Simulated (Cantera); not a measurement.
A closed system holds: 1 mol NH₃, 3.1 mol H₂, 0.11 mol O₂, at 1875 K and 0.150 bar.

These are equilibrium values from Cantera (NASA tables, ideal gas, pure condensed phases), not measurements of a reactor. Candidate condensed phases: H₂O; 24 gas species. Kinetics and transport are ignored.

Q: What is the equilibrium state?

A: 
| Property | Value |
|---|---|
| x(H₂) | 0.857 |
| x(N₂) | 0.0980 |
| x(H₂O) | 0.0431 |
| x(H) | 0.00157 |
| x(OH) | 6.14e-6 |
| gas amount | 5.104 mol |
